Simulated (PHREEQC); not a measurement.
Nickel, zinc or cadmium bath

Make-up at 94 °C: 0.063 mol ZnCl2, 6.3e-05 mol NaOH and 0.093 mol H2SO4 per kg of water. Closed to the air; pH follows from the charge balance.

The numbers come from PHREEQC with the ion-association model, phreeqc.dat.

Each row changes one thing in this solution. This is a speciation only: nothing precipitates in the calculation.

| case | pH | ionic strength (mol/kgw) | HSO4- (mol/kgw) | Zn+2 (mol/kgw) | ZnCl+ (mol/kgw) | SO4-2 (mol/kgw) | SI of Halite (NaCl) |
|---|---|---|---|---|---|---|---|
| as made | 1.11 | 0.232 | 0.0839 | 0.0334 | 0.0245 | 0.00545 | -7.15 |
| NaOH from 6.3e-05 to 5.67e-05 mol/kgw | 1.11 | 0.232 | 0.0839 | 0.0334 | 0.0245 | 0.00545 | -7.20 |
| H2SO4 from 0.093 to 0.465 mol/kgw | 0.46 | 0.625 | 0.452 | 0.0386 | … | 0.0101 | -7.20 |
| NaOH from 6.3e-05 to 1.26e-05 mol/kgw | 1.11 | 0.232 | 0.0839 | 0.0334 | 0.0245 | 0.00545 | -7.85 |
| temperature from 94 to 90 °C | 1.10 | 0.236 | 0.0829 | 0.0345 | … | 0.00597 | -7.14 |

Complete the blanks.


- H2SO4 from 0.093 to 0.465 mol/kgw, ZnCl+ (mol/kgw): 0.0203
- temperature from 94 to 90 °C, ZnCl+ (mol/kgw): 0.0231

At this temperature some constants are extrapolated from 25 °C, and those without enthalpy data are left unchanged.
